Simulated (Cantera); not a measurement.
A closed system holds: 1 mol c-C4F8, 16 mol H2, held at 3250 °C and 9.90 mbar.

Equilibrium computed with Cantera from the NASA thermochemical tables; the gas is ideal and each condensed phase is pure. Candidate condensed phases: C, C6H6, C7H8, C8H18; 95 gas species. The feed counts by its element totals alone. The numbers say what is thermodynamically allowed, not how fast it happens.

Base state: H 0.704, HF 0.118, F 0.0907, C 0.0510, H2 0.0127, C3 0.0107, C2 0.00832, CF 0.00378 (mole fractions); condensed: gas only.

Question: What changes in the equilibrium state with this change: H2 from 16 to 1.5 mol?

Answer: 
```csv
species,before,after
F,0.0907,0.530
H,0.704,0.132
HF,0.118,0.128
C3,0.0107,0.0561
H2,0.0127,0.000443
CF,0.00378,0.0384
C2,0.00832,0.0251
C,0.0510,0.0885
CF2,7.84e-6,0.000465
C5,1.58e-5,0.000250
C2H2 (acetylene),6.00e-5,6.32e-6
```

Question: What changes in the equilibrium state with this change: c-C4F8 replaced by CH2F2?

Answer: 
| species | before | after |
|---|---|---|
| H | 0.704 | 0.897 |
| HF | 0.118 | 0.0355 |
| C | 0.0510 | 0.0220 |
| F | 0.0907 | 0.0215 |
| C3 | 0.0107 | 0.000859 |
| H2 | 0.0127 | 0.0206 |
| C5 | 1.58e-5 | 2.36e-7 |
| C4 | 1.89e-5 | 6.56e-7 |
